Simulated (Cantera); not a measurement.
A perfectly stirred reactor is fed with CO : O₂ : H₂O : N₂ = 0.021 : 0.054 : 0.0022 : 1 (molar parts), at 1.00 bar; it is held at 1400 K, and followed from long to short residence time.

Cantera simulation using GRI-Mech 3.0 (53 species, 325 reactions); the numbers are that mechanism's predictions, not measurements.

Q: Predict: x(CO) at τ = 2.80 s; x(O₂) at τ = 2.80 s; x(H₂O) at τ = 2.80 s; x(OH) at τ = 2.80 s; x(N₂O) at τ = 2.80 s; x(CO) at τ = 54.0 ms; x(O₂) at τ = 54.0 ms; x(H₂O) at τ = 54.0 ms; x(OH) at τ = 54.0 ms; x(N₂O) at τ = 54.0 ms.

A: 
| Item | Result |
|---|---|
| x(CO) at τ = 2.80 s | 9.52e-5 |
| x(O₂) at τ = 2.80 s | 0.0408 |
| x(H₂O) at τ = 2.80 s | 0.00205 |
| x(OH) at τ = 2.80 s | 2.82e-5 |
| x(N₂O) at τ = 2.80 s | 1.22e-6 |
| x(CO) at τ = 54.0 ms | 0.00133 |
| x(O₂) at τ = 54.0 ms | 0.0413 |
| x(H₂O) at τ = 54.0 ms | 0.00200 |
| x(OH) at τ = 54.0 ms | 9.55e-5 |
| x(N₂O) at τ = 54.0 ms | 1.50e-6 |
